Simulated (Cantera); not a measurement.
## C6H6 + H2O (carbon deposition, reforming and gasification)

A closed system holds: 1 mol C6H6, 0.42 mol H2O, at 0.190 bar.

Cantera equilibrium calculation (NASA polynomials, part measured and part estimated; ideal gas, pure solids and liquids). Candidate condensed phases: C, C6H6, C7H8, C8H18, H2O; 131 gas species. Ions and electrons are included (thermal ionisation). The numbers say what is thermodynamically allowed, not how fast it happens.

```json
[
 {"T (K)": "3000", "x H": "0.277", "x H2": "0.586", "x C": "0.000267", "x C3": "0.00164", "x CO": "0.0938", "x C2": "0.000167", "x C2H2 (acetylene)": "0.0365", "x C2H": "0.00296", "x C5": "3.01e-5", "n C(graphite)": "5.18"},
 {"T (K)": "3250", "x H": "0.453", "x H2": "0.379", "x C": "0.00239", "x C3": "0.0191", "x CO": "0.0812", "x C2": "0.00203", "x C2H2 (acetylene)": "0.0460", "x C2H": "0.0131", "x C5": "0.000702", "n C(graphite)": "4.56"},
 {"T (K)": "3500", "x H": "0.523", "x H2": "0.149", "x C": "0.0156", "x C3": "0.154", "x CO": "0.0570", "x C2": "0.0172", "x C2H2 (acetylene)": "0.0320", "x C2H": "0.0354", "x C5": "0.0103", "n C(graphite)": "0.287"},
 {"T (K)": "3750", "x H": "0.615", "x H2": "0.0715", "x C": "0.0431", "x C3": "0.149", "x CO": "0.0491", "x C2": "0.0322", "x C2H2 (acetylene)": "0.00740", "x C2H": "0.0254", "x C5": "0.00492", "n C(graphite)": "0"},
 {"T (K)": "4000", "x H": "0.643", "x H2": "0.0309", "x C": "0.0974", "x C3": "0.116", "x CO": "0.0444", "x C2": "0.0481", "x C2H2 (acetylene)": "0.00147", "x C2H": "0.0149", "x C5": "0.00181", "n C(graphite)": "0"},
 {"T (K)": "4250", "x H": "0.624", "x H2": "0.0128", "x C": "0.183", "x C3": "0.0724", "x CO": "0.0404", "x C2": "0.0578", "x C2H2 (acetylene)": "0.000259", "x C2H": "0.00735", "x C5": "0.000485", "n C(graphite)": "0"},
 {"T (K)": "4500", "x H": "0.587", "x H2": "0.00547", "x C": "0.283", "x C3": "0.0320", "x CO": "0.0369", "x C2": "0.0522", "x C2H2 (acetylene)": "3.98e-5", "x C2H": "0.00290", "x C5": "7.82e-5", "n C(graphite)": "0"},
 {"T (K)": "4750", "x H": "0.558", "x H2": "0.00258", "x C": "0.358", "x C3": "0.00982", "x CO": "0.0347", "x C2": "0.0353", "x C2H2 (acetylene)": "5.58e-6", "x C2H": "0.000940", "x C5": "7.20e-6", "n C(graphite)": "0"},
 {"T (K)": "5000", "x H": "0.544", "x H2": "0.00136", "x C": "0.398", "x C3": "0.00246", "x CO": "0.0336", "x C2": "0.0201", "x C2H2 (acetylene)": "7.99e-7", "x C2H": "0.000280", "x C5": "4.93e-7", "n C(graphite)": "0"}
]
```
x: gas mole fraction; n: condensed amount in mol.

From 3000 K to 3500 K the condensed part is C(graphite). From 3750 K to 5000 K nothing is condensed. The main C-bearing gas is CO at 3000 K and C at 5000 K.
